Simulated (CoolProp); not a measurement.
Properties of neopentane at several states.

The numbers come from the reference Helmholtz-energy equation of state, Lemmon 2006 in CoolProp. It is a short technical equation, of lower accuracy than the large ones.

| T (°C) | p (MPa) | phase | Z | cv (kJ/(kg K)) | speed of sound (m/s) |
|---|---|---|---|---|---|
| 254.15 | 0.109 | gas | 0.9939 | 2.584 | … |
| 166.75 | 0.0539 | gas | 0.9946 | … | 229.8 |
| 245.35 | 0.522 | gas | … | … | … |
| 201.85 | 6.93 | supercritical | 0.4011 | 2.495 | … |

Task: Complete the blanks.

Result: 
- 254.15, speed of sound (m/s): 250.6
- 166.75, cv (kJ/(kg K)): 2.225
- 245.35, Z: 0.9689
- 245.35, cv (kJ/(kg K)): 2.554
- 245.35, speed of sound (m/s): 242.9
- 201.85, speed of sound (m/s): 218.3
